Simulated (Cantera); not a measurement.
# acetone + H₂O + H₂ (carbon deposition, reforming and gasification)

Input: 1 mol acetone, 0.68 mol H₂O, 14 mol H₂.

Method: chemical equilibrium by Gibbs-energy minimisation in Cantera with the NASA 1993 tables (ideal gas, pure condensed phases). Candidate condensed phases: C, C₆H₆, C₇H₈, C₈H₁₈, H₂O; 110 gas species. The feed counts by its element totals alone. The ideal-gas law is rough above about 30 bar. Kinetics and transport are ignored.

Stable condensed phases:

```
T in °C \ P in Pa
               10       72      520     3700    27000   190000  1400000 10000000
   1227         A        A        A        A        A        A        A        B
   1152         A        A        A        A        A        A        A        B
   1077         A        A        A        A        A        A        A        B
   1002         A        A        A        A        A        A        B        B
    927         A        A        A        A        A        A        B        B
    852         A        A        A        A        A        A        B        B
    777         A        A        A        A        A        A        B        B
    702         A        A        A        A        A        B        B        B
    627         A        A        A        A        A        B        B        B
```

A: C; B: gas only.
